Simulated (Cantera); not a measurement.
A freely propagating, adiabatic, planar premixed flame of 6.65 % C₂H₆, 19.4 % O₂, 73.2 % N₂, 0.732 % CO₂, unburnt at 450 K and 0.130 bar; mixture-averaged transport, grid criteria slope 0.08 and curve 0.16, no radiation.

Cantera simulation using GRI-Mech 3.0 (53 species, 325 reactions); the numbers are that mechanism's predictions, not measurements. Burning velocities carry a grid error of a few per cent, more on coarse grids.

x: mole fraction of selected species; z is measured from the peak of heat release.

```tsv
z (mm)	T (K)	u (m/s)	x C₂H₆	x O₂	x CH₄	x NO₂	x C₂H₄	x H₂
-6.32	450	0.996	0.0664	0.194	4.53e-7	<1e-8	1.37e-7	0.00140
-4.21	451	1.00	0.0662	0.193	6.40e-6	<1e-8	3.12e-6	0.00443
-3.16	458	1.02	0.0659	0.192	3.32e-5	<1e-8	2.33e-5	0.00841
-2.11	?	1.17	0.0642	0.186	?	?	?	?
-1.05	949	2.21	0.0464	0.147	0.00198	1.23e-7	0.00362	0.0307
-0.527	1375	3.30	0.0196	0.103	0.00337	3.51e-8	0.00626	0.0375
0	1752	4.29	0.00139	0.0552	0.00212	<1e-8	0.00305	0.0384
0.527	1914	4.70	8.44e-6	0.0268	0.000347	<1e-8	0.000236	0.0324
1.05	1951	4.79	1.12e-8	0.0154	2.66e-5	<1e-8	6.51e-6	0.0281
2.11	1968	4.81	<1e-8	?	?	<1e-8	<1e-8	0.0270
4.21	1982	4.83	<1e-8	0.00809	<1e-8	<1e-8	<1e-8	0.0278
8.43	2000	4.86	<1e-8	0.00753	<1e-8	<1e-8	<1e-8	0.0277
16.9	2027	4.92	<1e-8	0.00680	<1e-8	<1e-8	<1e-8	0.0271
```

Problem. What belongs in the gaps?

Solution. 
- -2.11, T (K): 517
- -2.11, x CH₄: 0.000264
- -2.11, x NO₂: 8.32e-8
- -2.11, x C₂H₄: 0.000325
- -2.11, x H₂: 0.0168
- 2.11, x O₂: 0.00960
- 2.11, x CH₄: 1.17e-7
